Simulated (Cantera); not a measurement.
A closed system holds: 1 mol SiHCl3, 0.027 mol HCl, 13 mol N2, equilibrated at 800 K and 20000 Pa.

Method: chemical equilibrium by Gibbs-energy minimisation in Cantera with the NASA 1993 tables (ideal gas, pure condensed phases). Candidate condensed phases: NH4Cl, Si, Si3N4; 28 gas species. N2 is the only nitrogen source here; it is nearly inert below about 1500 K, so the nitride shown seldom forms there in practice. Kinetics and transport are ignored.

Base state: N2 0.897, HCl 0.0525, SiCl4 0.0403, H2 0.0100 (mole fractions); condensed: Si3N4(s).

Question: What changes in the equilibrium state with this change: temperature from 800 K to 1248.15 K?

Answer: 
```
species         before     after
-------------  -------  --------
N2               0.897     0.895
HCl             0.0525    0.0609
SiCl4           0.0403    0.0373
H2              0.0100   0.00567
SiCl2            <1e-9  0.000126
SiCl3          1.08e-7  0.000807
SiHCl3         6.94e-6  0.000122
Si3N4(s), mol    0.143     0.152
```
The tables' values for SiCl3 are old estimates; treat these amounts as uncertain.
